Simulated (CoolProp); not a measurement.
Vapour-liquid equilibrium of propane (1) + R113 (2) at 0.173 MPa; x and y are mole fractions of (1).

Computed with CoolProp (multi-fluid Helmholtz-energy mixture model, Lemmon 2009 and Marx 1992; pair parameters Bell 2016).

```
x      bubble temperature, mixture model (°C)  bubble temperature, Raoult's law (°C)  y, mixture model  y, Raoult's law
-----  --------------------------------------  -------------------------------------  ----------------  ---------------
0.05                                     46.1                                   46.7             0.454            0.460
0.125                                    25.3                                   28.1             0.757            0.744
0.2                                      11.5                                   15.6             0.872            0.859
0.275                                     2.1                                    6.5             0.923            0.914
0.35                                     -4.6                                   -0.5             0.949            0.945
0.425                                    -9.6                                   -6.1             0.964            0.963
0.5                                     -13.5                                  -10.7             0.973            0.975
0.575                                   -16.7                                  -14.6             0.980            0.983
0.65                                    -19.3                                  -18.0             0.985            0.988
0.725                                   -21.7                                  -20.9             0.989            0.992
0.8                                     -23.9                                  -23.5             0.993            0.995
0.875                                   -25.9                                  -25.8             0.996            0.997
0.95                                    -27.9                                  -27.9             0.998            0.999
```

The largest gap from Raoult's law is -4.4 K in bubble temperature, at x = 0.275. No azeotrope shows between x = 0.05 and 0.95.

Pair parameters are fitted to limited data, so mixtures are less certain than the pure fluids.
